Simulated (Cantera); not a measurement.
# Adiabatic ignition

An adiabatic, constant-volume homogeneous reactor starts with 8.02 % CH₄, 1.52 % H₂, 16.8 % O₂, 63.2 % N₂, 10.4 % H₂O, equivalence ratio 1.00, at 1098 K and 1.40 bar.

Detailed kinetics in Cantera: GRI-Mech 3.0 (53 species, 325 reactions).

```json
[
 {"t (s)": "2.00e-6", "T (K)": "1098", "P (bar)": "1.40", "x CH₄": "0.0802", "x H₂": "0.0152", "x O₂": "0.168", "x CO₂": "<1e-12", "x HCO": "<1e-12", "x CH₂CO": "<1e-12", "x C₂H₄": "<1e-12"},
 {"t (s)": "5.02e-6", "T (K)": "1098", "P (bar)": "1.40", "x CH₄": "0.0802", "x H₂": "0.0152", "x O₂": "0.168", "x CO₂": "<1e-12", "x HCO": "<1e-12", "x CH₂CO": "<1e-12", "x C₂H₄": "<1e-12"},
 {"t (s)": "1.26e-5", "T (K)": "1098", "P (bar)": "1.40", "x CH₄": "0.0802", "x H₂": "0.0152", "x O₂": "0.168", "x CO₂": "<1e-12", "x HCO": "<1e-12", "x CH₂CO": "<1e-12", "x C₂H₄": "<1e-12"},
 {"t (s)": "3.17e-5", "T (K)": "1098", "P (bar)": "1.40", "x CH₄": "0.0802", "x H₂": "0.0152", "x O₂": "0.168", "x CO₂": "<1e-12", "x HCO": "<1e-12", "x CH₂CO": "<1e-12", "x C₂H₄": "<1e-12"},
 {"t (s)": "7.96e-5", "T (K)": "1098", "P (bar)": "1.40", "x CH₄": "0.0802", "x H₂": "0.0152", "x O₂": "0.168", "x CO₂": "<1e-12", "x HCO": "<1e-12", "x CH₂CO": "<1e-12", "x C₂H₄": "<1e-12"},
 {"t (s)": "0.000200", "T (K)": "1098", "P (bar)": "1.40", "x CH₄": "0.0802", "x H₂": "0.0152", "x O₂": "0.168", "x CO₂": "<1e-12", "x HCO": "<1e-12", "x CH₂CO": "<1e-12", "x C₂H₄": "<1e-12"},
 {"t (s)": "0.000502", "T (K)": "1098", "P (bar)": "1.40", "x CH₄": "0.0802", "x H₂": "0.0152", "x O₂": "0.168", "x CO₂": "<1e-12", "x HCO": "<1e-12", "x CH₂CO": "<1e-12", "x C₂H₄": "2.17e-12"},
 {"t (s)": "0.00126", "T (K)": "1098", "P (bar)": "1.40", "x CH₄": "0.0802", "x H₂": "0.0152", "x O₂": "0.168", "x CO₂": "1.02e-11", "x HCO": "<1e-12", "x CH₂CO": "<1e-12", "x C₂H₄": "1.01e-10"},
 {"t (s)": "0.00317", "T (K)": "1098", "P (bar)": "1.40", "x CH₄": "0.0801", "x H₂": "0.0152", "x O₂": "0.168", "x CO₂": "1.30e-8", "x HCO": "2.92e-11", "x CH₂CO": "3.09e-11", "x C₂H₄": "9.31e-8"},
 {"t (s)": "0.00796", "T (K)": "1106", "P (bar)": "1.41", "x CH₄": "0.0793", "x H₂": "0.0150", "x O₂": "0.168", "x CO₂": "6.56e-7", "x HCO": "1.22e-9", "x CH₂CO": "5.35e-8", "x C₂H₄": "1.10e-5"},
 {"t (s)": "0.0200", "T (K)": "2693", "P (bar)": "3.51", "x CH₄": "<1e-12", "x H₂": "0.0163", "x O₂": "0.0136", "x CO₂": "0.0546", "x HCO": "3.48e-8", "x CH₂CO": "<1e-12", "x C₂H₄": "<1e-12"},
 {"t (s)": "0.0502", "T (K)": "2692", "P (bar)": "3.50", "x CH₄": "<1e-12", "x H₂": "0.0163", "x O₂": "0.0133", "x CO₂": "0.0545", "x HCO": "3.47e-8", "x CH₂CO": "<1e-12", "x C₂H₄": "<1e-12"},
 {"t (s)": "0.126", "T (K)": "2692", "P (bar)": "3.50", "x CH₄": "<1e-12", "x H₂": "0.0163", "x O₂": "0.0133", "x CO₂": "0.0545", "x HCO": "3.47e-8", "x CH₂CO": "<1e-12", "x C₂H₄": "<1e-12"},
 {"t (s)": "0.317", "T (K)": "2692", "P (bar)": "3.50", "x CH₄": "<1e-12", "x H₂": "0.0163", "x O₂": "0.0133", "x CO₂": "0.0545", "x HCO": "3.47e-8", "x CH₂CO": "<1e-12", "x C₂H₄": "<1e-12"},
 {"t (s)": "0.796", "T (K)": "2692", "P (bar)": "3.50", "x CH₄": "<1e-12", "x H₂": "0.0163", "x O₂": "0.0133", "x CO₂": "0.0545", "x HCO": "3.47e-8", "x CH₂CO": "<1e-12", "x C₂H₄": "<1e-12"},
 {"t (s)": "2.00", "T (K)": "2692", "P (bar)": "3.50", "x CH₄": "<1e-12", "x H₂": "0.0163", "x O₂": "0.0133", "x CO₂": "0.0545", "x HCO": "3.47e-8", "x CH₂CO": "<1e-12", "x C₂H₄": "<1e-12"}
]
```
x: mole fraction; the columns are a selection and need not sum to one.

```yaml
time_of_steepest_temperature_rise: 17.6 ms
temperature at 2.00 s: 2692 K
equilibrium_temperature: 2692 K
x(CH₄) at 2.00 s: <1e-12 (gas-phase equilibrium <1e-12)
x(H₂) at 2.00 s: 0.0163 (gas-phase equilibrium 0.0163)
x(O₂) at 2.00 s: 0.0133 (gas-phase equilibrium 0.0133)
```
